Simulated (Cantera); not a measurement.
An isothermal, constant-pressure homogeneous reactor starts with H₂ : O₂ : N₂ = 1.3 : 1 : 2 (molar parts), equivalence ratio 0.65, at 823 K and 0.670 bar.

Cantera simulation using GRI-Mech 3.0 (53 species, 325 reactions); the numbers are that mechanism's predictions, not measurements. Below about 950 K walls govern HO2 and H2O2 in real vessels. The temperature is held fixed by assumption; the heat of reaction is taken as removed at once.

x: mole fraction; the columns are a selection and need not sum to one.

| t (s) | x H₂ | x O₂ | x OH | x NO | x H₂O₂ |
|---|---|---|---|---|---|
| 2.00e-6 | 0.302 | 0.233 | <1e-12 | <1e-12 | <1e-12 |
| 1.78e-5 | 0.302 | 0.233 | <1e-12 | <1e-12 | <1e-12 |
| 0.000159 | 0.302 | 0.233 | <1e-12 | <1e-12 | <1e-12 |
| 0.00142 | 0.302 | 0.233 | <1e-12 | <1e-12 | 2.61e-12 |
| 0.0126 | 0.302 | 0.233 | <1e-12 | <1e-12 | 2.09e-10 |
| 0.113 | 0.302 | 0.233 | <1e-12 | <1e-12 | … |
| 1.01 | 0.302 | 0.233 | 9.11e-12 | <1e-12 | … |
| 8.97 | 0.295 | 0.229 | 1.19e-9 | <1e-12 | … |
| 80.0 | 0.0983 | 0.140 | 3.16e-9 | <1e-12 | … |

**Question.** Fill in the missing entries.

**Answer.** 
- 0.113, x H₂O₂: 1.93e-8
- 1.01, x H₂O₂: 6.47e-6
- 8.97, x H₂O₂: 0.000985
- 80.0, x H₂O₂: 0.000736
